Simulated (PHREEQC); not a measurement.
Copper plating or etch bath: an equilibrium model

Dissolve 0.0045 mol/kgw CuCl2, 0.00072 mol/kgw H2SO4 and 0.00011 mol/kgw FeCl3 at 25 °C. It is in equilibrium with CO2 at log p = -1 (atm). Otherwise closed; pH follows from the charge balance.

Model: ion-association model, wateq4f.dat, run in PHREEQC.

```
Quantity                  Result
----------------  --------------
pH                          2.88
ionic strength    0.0151 mol/kgw
total alkalinity    -1.66 meq/kg
```

| species | molality | activity | log γ |
|---|---|---|---|
| Cl- | 0.00926 | 0.00816 | -0.055 |
| Cu+2 | 0.00427 | 0.00268 | -0.202 |
| CO2 | 0.00339 | 0.00341 | 0.002 |
| H+ | 0.00147 | 0.00132 | -0.046 |
| SO4-2 | 0.000487 | 0.000300 | -0.209 |
| CuSO4 | 0.000164 | 0.000164 | 0.002 |
| CuCl+ | 6.67e-5 | 5.89e-5 | -0.054 |
| FeOH+2 | 5.39e-5 | 3.33e-5 | -0.209 |
| HSO4- | 4.37e-5 | 3.87e-5 | -0.053 |
| FeSO4+ | 2.54e-5 | 2.25e-5 | -0.052 |
| Fe+3 | 1.78e-5 | 6.84e-6 | -0.414 |
| Fe(OH)2+ | 9.38e-6 | 8.33e-6 | -0.052 |

No solid was allowed to form. Examples of supersaturated solids here: Hematite (slow to form), Goethite (slow to form). Others may be too. Species that the database lacks are ignored.
